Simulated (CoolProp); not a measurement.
Properties of benzene along the isobar 1.01 bar (Tc = 288.9 °C, pc = 49.06 bar, ω = 0.211).

Model: reference Helmholtz-energy equation of state, Thol 2012, in CoolProp.

| T (°C) | phase | expansivity (1/kK) | viscosity (µPa s) |
|---|---|---|---|
| 147.35 | gas | 2.531 | [?] |
| 160.65 | gas | 2.438 | 10.9 |
| 173.95 | gas | 2.352 | 11.2 |
| 187.25 | gas | 2.273 | 11.6 |
| 200.55 | gas | 2.200 | 11.9 |
| 213.85 | gas | 2.132 | [?] |
| 227.15 | gas | 2.069 | [?] |
| 240.45 | gas | 2.009 | [?] |
| 253.75 | gas | 1.954 | 13.2 |
| 267.05 | gas | 1.901 | [?] |
| 280.35 | gas | 1.852 | 13.9 |
| 293.65 | gas | 1.805 | 14.2 |
| 306.95 | gas | 1.761 | 14.5 |
| 320.25 | gas | 1.719 | [?] |
| 333.55 | gas | 1.679 | [?] |
| 346.85 | gas | 1.641 | [?] |

Some entries are withheld; supply them.


- 147.35, viscosity (µPa s): 10.6
- 213.85, viscosity (µPa s): 12.2
- 227.15, viscosity (µPa s): 12.6
- 240.45, viscosity (µPa s): 12.9
- 267.05, viscosity (µPa s): 13.6
- 320.25, viscosity (µPa s): 14.9
- 333.55, viscosity (µPa s): 15.2
- 346.85, viscosity (µPa s): 15.5

Viscosity comes from a separate model (Avgeri 2014).
